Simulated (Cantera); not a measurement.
Input: 1 mol H₂O, 0.97 mol SO₂, 0.091 mol H₂, 1.4 mol O₂, equilibrated at 2850 °C and 37.0 bar.

These are equilibrium values from Cantera (NASA tables, ideal gas, pure condensed phases), not measurements of a reactor. Candidate condensed phases: H₂O, H₂SO₄, S; 19 gas species. The ideal-gas law is rough above about 30 bar. The numbers say what is thermodynamically allowed, not how fast it happens.

Base state: O₂ 0.369, H₂O 0.277, SO₂ 0.268, OH 0.0532, O 0.0170, SO 0.00728, H₂ 0.00500, H 0.00264 (mole fractions); condensed: gas only.

Question: What changes in the equilibrium state with this change: temperature from 2850 °C to 2752 °C?

Answer: 
```csv
species,before,after
O₂,0.369,0.375
H₂O,0.277,0.285
SO₂,0.268,0.272
OH,0.0532,0.0443
O,0.0170,0.0124
S,4.00e-5,1.94e-5
SH,1.68e-5,8.43e-6
H,0.00264,0.00171
SO,0.00728,0.00504
```

Question: What changes in the equilibrium state with this change: temperature from 2850 °C to 2077 °C?

Answer: 
```csv
species,before,after
O₂,0.369,0.393
H₂O,0.277,0.315
SO₂,0.268,0.281
OH,0.0532,0.00739
O,0.0170,0.000680
S,4.00e-5,2.55e-8
SH,1.68e-5,1.44e-8
```
